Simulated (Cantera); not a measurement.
A freely propagating, adiabatic, planar premixed flame of H2 : O2 : N2 = 1 : 0.172 : 0.569 (molar parts), unburnt at 650 K and 0.200 bar; mixture-averaged transport, grid criteria slope 0.08 and curve 0.16, no radiation.

Computed with Cantera and the H2/O2 subset of GRI-Mech 3.0, which has no nitrogen chemistry. Burning velocities carry a grid error of a few per cent, more on coarse grids.

Question: How do the results move with these cheaper or finer settings: unity-Lewis-number transport; multicomponent transport; multicomponent+Soret transport; grid criteria slope 0.5, curve 1; grid criteria slope 0.25, curve 0.5; grid criteria slope 0.03, curve 0.06?

Answer: 
```
setting                               laminar burning velocity  thermal thickness  peak x(H2O2)  peak x(O)  grid points
------------------------------------  ------------------------  -----------------  ------------  ---------  -----------
as above                                              826 cm/s            3.97 mm       3.90e-7    0.00277          143
unity-Lewis-number transport                          515 cm/s            3.60 mm       3.59e-7    0.00181          135
multicomponent transport                              800 cm/s            4.00 mm       4.03e-7    0.00266          144
multicomponent+Soret transport                        783 cm/s            3.95 mm       4.19e-7    0.00266          144
grid criteria slope 0.5, curve 1                      970 cm/s            6.13 mm       3.94e-7    0.00221           57
grid criteria slope 0.25, curve 0.5                   898 cm/s            4.67 mm       3.67e-7    0.00255           78
grid criteria slope 0.03, curve 0.06                  805 cm/s            3.81 mm       3.88e-7    0.00279          299
```
Unity Lewis numbers drop preferential diffusion, which matters most where H2 and H carry the flame; Soret adds thermal diffusion.
